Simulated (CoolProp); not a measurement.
Computed with CoolProp (reference Helmholtz-energy equation of state, Span 1996).

For carbon dioxide, give the phase and the viscosity (µPa s), fugacity coefficient at 269 K and 8300 kPa.


- 269 K and 8300 kPa: liquid; viscosity 119, fugacity coefficient 0.327

Viscosity comes from a separate model (Laesecke 2017).
